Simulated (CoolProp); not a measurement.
Values from CoolProp's reference Helmholtz-energy equation of state, Thol 2019.

Task: Give the vapour pressure (kPa), liquid density (kg/m³), enthalpy of vaporisation (kJ/kg), liquid cp (kJ/(kg K)) of saturated decamethylcyclopentasiloxane (D5) at 439.1 K.

Result: 
```tsv
T (K)	p (kPa)	liquid density (kg/m³)	enthalpy of vaporisation (kJ/kg)	liquid cp (kJ/(kg K))
439.1	30.6	799	125	1.92
```
